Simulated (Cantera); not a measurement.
An adiabatic, constant-volume homogeneous reactor starts with CH4 : O2 : N2 = 1 : 0.85 : 6.27 (molar parts), equivalence ratio 2.4, at 1750 K and 0.650 bar.

Model: GRI-Mech 3.0 (53 species, 325 reactions), integrated in Cantera.

x: mole fraction; the columns are a selection and need not sum to one.

```tsv
t (s)	T (K)	P (bar)	x CH4	x O2	x CO2	x CO	x HCO	x H2O
2.00e-6	1750	0.650	0.123	0.105	3.42e-11	2.04e-10	2.69e-12	8.94e-7
7.29e-6	1750	0.650	0.123	0.105	1.03e-9	5.53e-9	5.65e-11	5.40e-6
2.65e-5	1749	0.650	0.123	0.105	3.65e-8	2.31e-7	1.52e-9	3.56e-5
9.67e-5	1749	0.650	0.122	0.104	___	___	___	___
0.000352	1878	0.714	0.0792	0.0793	0.000873	0.0145	2.47e-5	0.0260
0.00128	2510	1.07	5.77e-7	4.23e-6	0.00743	0.0999	1.19e-7	0.0667
0.00468	2496	1.06	1.85e-11	6.94e-6	0.00749	0.0998	1.38e-7	0.0664
0.0170	2497	1.06	1.64e-11	7.06e-6	0.00751	0.0998	1.39e-7	0.0665
0.0620	2497	1.06	1.62e-11	7.08e-6	0.00751	0.0998	1.39e-7	0.0666
0.226	2497	1.06	1.62e-11	7.08e-6	0.00751	0.0998	1.39e-7	0.0666
0.823	2497	1.06	1.62e-11	7.08e-6	0.00751	0.0998	1.39e-7	0.0666
3.00	2497	1.06	1.62e-11	7.08e-6	0.00751	0.0998	1.39e-7	0.0666
```

Problem. Complete the blanks.

Solution. 
- 9.67e-5, x CO2: 2.12e-6
- 9.67e-5, x CO: 2.31e-5
- 9.67e-5, x HCO: 7.33e-8
- 9.67e-5, x H2O: 0.000376
